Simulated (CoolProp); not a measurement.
Isobutene along the isotherm 374.6 K: fugacity coefficient from the reference equation and from simpler models built on Tc = 418.1 K, pc = 4016 kPa, ω = 0.193; each cubic takes its own stable root.

The numbers come from the reference Helmholtz-energy equation of state, Lemmon 2005 in CoolProp. It is a short technical equation, of lower accuracy than the large ones.

```json
[
 {"p (kPa)": "19", "phase": "gas", "reference": "0.9977", "van der Waals": "0.9982", "Redlich-Kwong": "0.9978", "Soave-Redlich-Kwong": "0.9977"},
 {"p (kPa)": "29.7", "phase": "gas", "reference": "0.9963", "van der Waals": "0.9971", "Redlich-Kwong": "0.9966", "Soave-Redlich-Kwong": "0.9964"},
 {"p (kPa)": "46.2", "phase": "gas", "reference": "0.9943", "van der Waals": "0.9956", "Redlich-Kwong": "0.9946", "Soave-Redlich-Kwong": "0.9945"},
 {"p (kPa)": "71.9", "phase": "gas", "reference": "0.9911", "van der Waals": "0.9931", "Redlich-Kwong": "0.9917", "Soave-Redlich-Kwong": "0.9914"},
 {"p (kPa)": "112", "phase": "gas", "reference": "0.9862", "van der Waals": "0.9892", "Redlich-Kwong": "0.9870", "Soave-Redlich-Kwong": "0.9866"},
 {"p (kPa)": "174", "phase": "gas", "reference": "0.9785", "van der Waals": "0.9833", "Redlich-Kwong": "0.9799", "Soave-Redlich-Kwong": "0.9792"},
 {"p (kPa)": "271", "phase": "gas", "reference": "0.9666", "van der Waals": "0.9740", "Redlich-Kwong": "0.9687", "Soave-Redlich-Kwong": "0.9677"},
 {"p (kPa)": "423", "phase": "gas", "reference": "0.9480", "van der Waals": "0.9594", "Redlich-Kwong": "0.9513", "Soave-Redlich-Kwong": "0.9497"},
 {"p (kPa)": "658", "phase": "gas", "reference": "0.9192", "van der Waals": "0.9369", "Redlich-Kwong": "0.9244", "Soave-Redlich-Kwong": "0.9220"},
 {"p (kPa)": "1020", "phase": "gas", "reference": "0.8750", "van der Waals": "0.9023", "Redlich-Kwong": "0.8833", "Soave-Redlich-Kwong": "0.8795"},
 {"p (kPa)": "1600", "phase": "gas", "reference": "0.8036", "van der Waals": "0.8464", "Redlich-Kwong": "0.8176", "Soave-Redlich-Kwong": "0.8114"},
 {"p (kPa)": "2480", "phase": "liquid", "reference": "0.5963", "van der Waals": "0.7586", "Redlich-Kwong": "0.6550", "Soave-Redlich-Kwong": "0.6123"},
 {"p (kPa)": "3870", "phase": "liquid", "reference": "0.4027", "van der Waals": "0.5358", "Redlich-Kwong": "0.4464", "Soave-Redlich-Kwong": "0.4165"},
 {"p (kPa)": "6020", "phase": "liquid", "reference": "0.2802", "van der Waals": "0.3890", "Redlich-Kwong": "0.3144", "Soave-Redlich-Kwong": "0.2925"}
]
```

At some of these states van der Waals gives the other phase, because its saturation line lies elsewhere.
